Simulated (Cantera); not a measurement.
What does this Cantera script print?

```python
import numpy as np
import cantera as ct

gas_names = """
    H HO2 H2 H2O H2O2 H2S H2SO4 Mg MgH MgO MgOH MgO2H2 MgS Mg2 O OH O2 O3 S SH SO SO2 SO3 S2 S2O S8
""".split()
cond_names = """
    H2O(s) H2O(L) H2SO4(L) Mg(cr) Mg(L) MgO(s) MgO(L) MgO2H2(s) MgS(s) MgSO4(s) MgSO4(L) S(cr1) S(cr2)
    S(L)
""".split()


# ... load() reads the species with a 1 bar reference pressure and builds the phases ...
atoms = {
    'MgSO4': {'Mg': 1, 'S': 1, 'O': 4},
    'H2': {'H': 2},
}
top_T = {'MgS(s)': 2250}  # K; cautious upper limits of use, not melting points


# ... equilibrate(T, P, feed) seeds the gas with the atoms and calls Mixture.equilibrate('TP', solver="vcs", rtol=1e-11, max_steps=5000) ...
results = []
T = 623.15  # K
P = 100000  # Pa
for m in [0.93, 1.2, 1.5, 1.9, 2.5, 3.1, 4]:
    feed = {'MgSO4': 1, 'H2': m}  # mol
    mix = equilibrate(T, P, feed)
    results.append((T, P, feed, dict(zip(mix.species_names, mix.species_moles))))
    x = sorted(zip(gas.X, gas.species_names), reverse=True)
    print(f"T = {T:g} K  P = {P:g} Pa  n(H2) = {m:g} mol  gas = {mix.phase_moles(0):.4g} mol")
    print("   x: " + "  ".join(f"{s} {v:.3e}" for v, s in x if v > 1e-05))
    print("   condensed (mol): " + ("  ".join(f"{mix.phase(i).name} {mix.phase_moles(i):.4g}"
          for i in range(1, mix.n_phases) if mix.phase_moles(i) > 1e-12) or "none"))
```

Output:

```
T = 623.15 K  P = 100000 Pa  n(H2) = 0.93 mol  gas = 0.9308 mol
   x: H2O 7.507e-01  H2S 2.483e-01  S2 3.889e-04  SO2 3.609e-04  H2 1.443e-04  S8 1.287e-04
   condensed (mol): MgO(s) 0.2331  MgSO4(s) 0.7669
T = 623.15 K  P = 100000 Pa  n(H2) = 1.2 mol  gas = 1.201 mol
   x: H2O 7.507e-01  H2S 2.483e-01  S2 3.889e-04  SO2 3.609e-04  H2 1.443e-04  S8 1.287e-04
   condensed (mol): MgO(s) 0.3008  MgSO4(s) 0.6992
T = 623.15 K  P = 100000 Pa  n(H2) = 1.5 mol  gas = 1.501 mol
   x: H2O 7.507e-01  H2S 2.483e-01  S2 3.889e-04  SO2 3.609e-04  H2 1.443e-04  S8 1.287e-04
   condensed (mol): MgO(s) 0.376  MgSO4(s) 0.624
T = 623.15 K  P = 100000 Pa  n(H2) = 1.9 mol  gas = 1.902 mol
   x: H2O 7.507e-01  H2S 2.483e-01  S2 3.889e-04  SO2 3.609e-04  H2 1.443e-04  S8 1.287e-04
   condensed (mol): MgO(s) 0.4763  MgSO4(s) 0.5237
T = 623.15 K  P = 100000 Pa  n(H2) = 2.5 mol  gas = 2.502 mol
   x: H2O 7.507e-01  H2S 2.483e-01  S2 3.889e-04  SO2 3.609e-04  H2 1.443e-04  S8 1.287e-04
   condensed (mol): MgO(s) 0.6267  MgSO4(s) 0.3733
T = 623.15 K  P = 100000 Pa  n(H2) = 3.1 mol  gas = 3.103 mol
   x: H2O 7.507e-01  H2S 2.483e-01  S2 3.889e-04  SO2 3.609e-04  H2 1.443e-04  S8 1.287e-04
   condensed (mol): MgO(s) 0.7771  MgSO4(s) 0.2229
T = 623.15 K  P = 100000 Pa  n(H2) = 4 mol  gas = 4.001 mol
   x: H2O 7.498e-01  H2S 2.497e-01  H2 3.021e-04  S2 8.974e-05  SO2 3.945e-05
   condensed (mol): MgO(s) 1
```

These are equilibrium values from Cantera (NASA tables, ideal gas, pure condensed phases), not measurements of a reactor. Gases not in the tables: S3 to S7.
